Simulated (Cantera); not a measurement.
A closed system holds: 1 mol Si₃N₄, 0.037 mol N₂O, 660 mol N₂, 0.0069 mol O₂, at 1075 °C.

Cantera equilibrium calculation (NASA polynomials, part measured and part estimated; ideal gas, pure solids and liquids). Candidate condensed phases: Si, SiO₂, Si₂N₂O, Si₃N₄; 16 gas species. Mutual solubility and eutectic melting of coexisting phases are not modelled. Kinetics and transport are ignored.

Task: Which condensed phases are stable at each of these points (P (Pa)): 0.100, 1, 10, 100, 1000, 10000, 100000, 1000000?

Result: 
```csv
P (Pa),condensed phases,Si condensed (%)
0.100,Si(s),94.1
1,Si₃N₄(s),98.2
10,Si₂N₂O(s) + Si₃N₄(s),99.2
100,Si₂N₂O(s) + Si₃N₄(s),100.0
1000,Si₂N₂O(s) + Si₃N₄(s),100.0
10000,Si₂N₂O(s) + Si₃N₄(s),100.0
100000,Si₂N₂O(s) + Si₃N₄(s),100.0
1000000,Si₂N₂O(s) + Si₃N₄(s),100.0
```

At 0.000750 Torr the condensed part is Si(s). At 0.00750 Torr the condensed part is Si₃N₄(s). From 0.0750 Torr to 7500 Torr the condensed part is Si₂N₂O(s) + Si₃N₄(s).
